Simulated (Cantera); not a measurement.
A perfectly stirred reactor is fed with CH4 : CO2 : H2 = 1 : 0.55 : 0.44 (molar parts), at 1800 Torr; it is held at 1450 K, and followed from long to short residence time.

Detailed kinetics in Cantera: GRI-Mech 3.0 (53 species, 325 reactions). GRI-Mech 3.0 stops at C3 and has no aromatics, soot or wall deposition, so with more carbon than oxygen in the feed, carbon stays in small species such as C2H2 where larger ones or solid carbon would form.

What does this change do: pressure from 1800 Torr to 10500 Torr?


```
quantity                before    after
---------------------  -------  -------
x(CH4) at τ = 0.880 s    0.306    0.341
x(CO2) at τ = 0.880 s    0.142    0.108
x(H2) at τ = 0.880 s     0.282    0.207
x(H) at τ = 0.880 s    2.28e-6  1.07e-6
x(OH) at τ = 0.880 s   2.16e-8  1.77e-8
x(CH4) at τ = 6.60 ms    0.500    0.496
x(CO2) at τ = 6.60 ms    0.275    0.273
x(H2) at τ = 6.60 ms     0.222    0.222
x(H) at τ = 6.60 ms    1.35e-6  6.70e-7
x(OH) at τ = 6.60 ms   2.81e-9  1.52e-9
```
The pressure lies above the range GRI-Mech 3.0 was tuned for (to about 10 atm).

What does this change do: pressure from 1800 Torr to 100.0 Torr?


| quantity | before | after |
|---|---|---|
| x(CH4) at τ = 0.880 s | 0.306 | 0.439 |
| x(CO2) at τ = 0.880 s | 0.142 | 0.241 |
| x(H2) at τ = 0.880 s | 0.282 | 0.250 |
| x(H) at τ = 0.880 s | 2.28e-6 | 5.10e-6 |
| x(OH) at τ = 0.880 s | 2.16e-8 | 2.07e-8 |
| x(CH4) at τ = 6.60 ms | 0.500 | 0.502 |
| x(CO2) at τ = 6.60 ms | 0.275 | 0.276 |
| x(H2) at τ = 6.60 ms | 0.222 | 0.221 |
| x(H) at τ = 6.60 ms | 1.35e-6 | 2.26e-6 |
| x(OH) at τ = 6.60 ms | 2.81e-9 | 4.51e-9 |
